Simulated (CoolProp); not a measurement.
Properties of dimethyl ether along the isobar 7.63 bar (Tc = 127.2 °C, pc = 53.37 bar, ω = 0.196).

Model: reference Helmholtz-energy equation of state, Wu 2011, in CoolProp.

| T (°C) | phase | density (kg/m³) | cv (kJ/(kg K)) | isothermal compressibility (1/MPa) | fugacity coefficient |
|---|---|---|---|---|---|
| -111.25 | liquid | 845.9 | 1.501 | 0.0006226 | 0.0002713 |
| -105.25 | liquid | (withheld) | 1.492 | 0.0006587 | 0.0005331 |
| -99.35 | liquid | 831.4 | 1.484 | 0.0006970 | 0.0009829 |
| -93.35 | liquid | 824.1 | 1.477 | 0.0007389 | 0.001746 |
| -87.35 | liquid | 816.7 | (withheld) | 0.0007840 | 0.002970 |
| -81.45 | liquid | 809.4 | 1.468 | 0.0008317 | 0.004823 |
| -75.45 | liquid | (withheld) | 1.466 | 0.0008840 | 0.007626 |
| -69.55 | liquid | 794.5 | 1.464 | 0.0009394 | 0.01160 |
| -63.55 | liquid | 786.9 | 1.464 | 0.001000 | 0.01727 |
| -57.65 | liquid | 779.4 | 1.465 | 0.001065 | 0.02489 |
| -51.65 | liquid | (withheld) | 1.466 | 0.001137 | 0.03524 |
| -45.65 | liquid | 763.8 | 1.468 | 0.001215 | 0.04880 |
| -39.75 | liquid | 756.1 | 1.471 | 0.001299 | 0.06591 |
| -33.75 | liquid | 748.1 | 1.474 | 0.001392 | 0.08782 |

### Question
What belongs in the gaps?

### Answer

- -105.25, density (kg/m³): 838.6
- -87.35, cv (kJ/(kg K)): 1.472
- -75.45, density (kg/m³): 801.9
- -51.65, density (kg/m³): 771.7
